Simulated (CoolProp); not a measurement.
Model: reference Helmholtz-energy equation of state, Thol 2019, in CoolProp.

### Question
For n-pentane, give the phase and the cv (kJ/(kg K)), speed of sound (m/s) at 518.6 K and 1.87 bar; 518.6 K and 7.48 bar; 518.6 K and 16.8 bar.

### Answer
- 518.6 K and 1.87 bar: gas; cv 2.49, speed of sound 247
- 518.6 K and 7.48 bar: gas; cv 2.50, speed of sound 238
- 518.6 K and 16.8 bar: gas; cv 2.53, speed of sound 221
